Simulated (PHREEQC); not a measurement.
A made-up water analysis in mg/L, 13 °C, pH 2.99, pe 9.2: Na 102; K 187; Ca 452; Mg 153; Cl 213; S(6) as SO4 1860; O(0) (dissolved oxygen) 8.32; Si as SiO2 1.58; Zn 5.08; Mn(2) 18.

Valence states are taken as typed.

Equilibrium calculation in PHREEQC: ion-association model, wateq4f.dat.

No solid was allowed to form.

Question: Estimate the ionic strength, charge-balance error.

Answer: ionic strength 0.0590 mol/kgw; charge-balance error 3.3 %.

Question: In which forms is K present?

Answer: K+ 97 %, KSO4- 3.1 % of the K.

At this temperature some constants are extrapolated from 25 °C, and those without enthalpy data are left unchanged.
